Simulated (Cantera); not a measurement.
Feed: 1 mol BF₃, 0.18 mol O₂, equilibrated at 0.100 bar.

Method: chemical equilibrium by Gibbs-energy minimisation in Cantera with the NASA 1993 tables (ideal gas, pure condensed phases). Candidate condensed phases: B, B₂O₃; 21 gas species. Kinetics and transport are ignored. All values below are at 1775 K.

Base state: BF₃ 0.846, O₂ 0.152, F 0.00123, BOF 0.000585, O 0.000118, BOF₂ 5.90e-5 (mole fractions); condensed: gas only.

What changes in the equilibrium state with this change: 0.026 mol HCl added?


| species | before | after |
|---|---|---|
| BF₃ | 0.846 | 0.806 |
| O₂ | 0.152 | 0.142 |
| HF | 0 | 0.0209 |
| Cl | 0 | 0.0199 |
| BOF | 0.000585 | 0.0105 |
| Cl₂ | 0 | 0.000503 |
| HCl | 0 | 0.000286 |
| ClO | 0 | 4.31e-5 |
| ClF | 0 | 1.37e-5 |
Further candidate phases: B₃O₃H₃, H₂O.

What changes in the equilibrium state with this change: BF₃ replaced by B₂O₃?


```
species         before    after
------------  --------  -------
O₂               0.152    0.972
B₂O₃             <1e-9   0.0241
BO₂            4.88e-9  0.00348
BF₃              0.846        0
F              0.00123        0
BOF           0.000585        0
B₂O₃(l), mol         0    0.995
```
